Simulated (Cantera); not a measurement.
Input: 1 mol Ca(OH)2, 0.057 mol H2, 4.9 mol O2, equilibrated at 1698.15 K and 0.690 bar.

These are equilibrium values from Cantera (NASA tables, ideal gas, pure condensed phases), not measurements of a reactor. Candidate condensed phases: Ca, CaO, Ca(OH)2, H2O; 14 gas species. Kinetics and transport are ignored.

Base state: O2 0.821, H2O 0.178, OH 0.000739, O 4.78e-5 (mole fractions); condensed: CaO(s).

Question: What changes in the equilibrium state with this change: Ca(OH)2 replaced by MgSO4?

Answer: 
```csv
species,before,after
O2,0.821,0.835
SO2,0,0.154
H2O,0.178,0.00879
SO3,0,0.00179
OH,0.000739,0.000165
"CaO(s), mol",1.000,0
"MgO(s), mol",0,1.00
```
Further candidate phases: H2SO4, Mg, MgO, Mg(OH)2, MgS, MgSO4, S.
